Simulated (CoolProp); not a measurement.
Properties of 1,2-dichloroethane along the isotherm 226.85 °C (Tc = 288.4 °C, pc = 5226 kPa, ω = 0.269).

Computed with CoolProp (reference Helmholtz-energy equation of state, Thol 2015).

```json
[
 {"p (kPa)": "8.26", "phase": "gas", "cv (kJ/(kg K))": "0.9543", "Joule-Thomson coefficient (K/MPa)": "12.70"},
 {"p (kPa)": "12.1", "phase": "gas", "cv (kJ/(kg K))": "0.9544", "Joule-Thomson coefficient (K/MPa)": "12.71"},
 {"p (kPa)": "17.8", "phase": "gas", "cv (kJ/(kg K))": "0.9545", "Joule-Thomson coefficient (K/MPa)": "12.72"},
 {"p (kPa)": "26.1", "phase": "gas", "cv (kJ/(kg K))": "0.9546", "Joule-Thomson coefficient (K/MPa)": "12.73"},
 {"p (kPa)": "38.4", "phase": "gas", "cv (kJ/(kg K))": "0.9549", "Joule-Thomson coefficient (K/MPa)": "12.75"},
 {"p (kPa)": "56.3", "phase": "gas", "cv (kJ/(kg K))": "0.9552", "Joule-Thomson coefficient (K/MPa)": "12.78"},
 {"p (kPa)": "82.6", "phase": "gas", "cv (kJ/(kg K))": "0.9557", "Joule-Thomson coefficient (K/MPa)": "12.82"},
 {"p (kPa)": "121", "phase": "gas", "cv (kJ/(kg K))": "0.9565", "Joule-Thomson coefficient (K/MPa)": "12.89"},
 {"p (kPa)": "178", "phase": "gas", "cv (kJ/(kg K))": "0.9576", "Joule-Thomson coefficient (K/MPa)": "12.98"},
 {"p (kPa)": "261", "phase": "gas", "cv (kJ/(kg K))": "0.9593", "Joule-Thomson coefficient (K/MPa)": "13.12"},
 {"p (kPa)": "384", "phase": "gas", "cv (kJ/(kg K))": "0.9618", "Joule-Thomson coefficient (K/MPa)": "13.35"},
 {"p (kPa)": "563", "phase": "gas", "cv (kJ/(kg K))": "0.9657", "Joule-Thomson coefficient (K/MPa)": "13.69"},
 {"p (kPa)": "826", "phase": "gas", "cv (kJ/(kg K))": "0.9717", "Joule-Thomson coefficient (K/MPa)": "14.27"},
 {"p (kPa)": "1210", "phase": "gas", "cv (kJ/(kg K))": "0.9817", "Joule-Thomson coefficient (K/MPa)": "15.27"},
 {"p (kPa)": "1780", "phase": "gas", "cv (kJ/(kg K))": "0.9999", "Joule-Thomson coefficient (K/MPa)": "17.33"},
 {"p (kPa)": "2610", "phase": "liquid", "cv (kJ/(kg K))": "1.060", "Joule-Thomson coefficient (K/MPa)": "0.4809"}
]
```
